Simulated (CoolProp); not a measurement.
Computed with CoolProp (reference Helmholtz-energy equation of state, Gao 2022).

**Question.** For n-perfluorohexane, give the phase and the cp (kJ/(kg K)) at -30.55 °C and 27.6 bar; 88.45 °C and 0.248 bar; 42.45 °C and 7.02 bar.

**Answer.** 
- -30.55 °C and 27.6 bar: liquid; cp 0.958
- 88.45 °C and 0.248 bar: gas; cp 0.909
- 42.45 °C and 7.02 bar: liquid; cp 1.07
